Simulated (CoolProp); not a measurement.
A Linde-Hampson liquefier for normal hydrogen: isothermal reversible compression at 250 K from 1 atm to 5 MPa, throttling to 1 atm, return gas leaving the recuperator 10 K below the feed. Each further row changes one setting.

Computed with CoolProp (reference Helmholtz-energy equation of state, Leachman 2009).

```csv
case,compression work (kJ/kg of gas)
as stated,4050
high pressure 10 MPa,4800
warm-end temperature 280 K,4540
warm-end gap 15 K,4050
```
